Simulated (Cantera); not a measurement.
Charge: 1 mol Cr, 2.3 mol NH3, equilibrated at 2398.15 K and 0.350 bar.

These are equilibrium values from Cantera (NASA tables, ideal gas, pure condensed phases), not measurements of a reactor. Candidate condensed phases: Cr, CrN, Cr2N; 11 gas species. Equilibrium is a limit: real reactors are often held back by kinetics, nucleation or transport.

Base state: H2 0.645, N2 0.219, Cr 0.114, H 0.0214 (mole fractions); condensed: Cr(l).

What changes in the equilibrium state with this change: Cr replaced by Zr?


```
species      before   after
-----------  ------  ------
H2            0.645   0.819
N2            0.219   0.157
H            0.0214  0.0241
Cr            0.114       0
Cr(l), mol    0.398       0
ZrN(s), mol       0    1.00
```
ZrN: taken at fixed stoichiometry. Further candidate phases: Zr, ZrN.
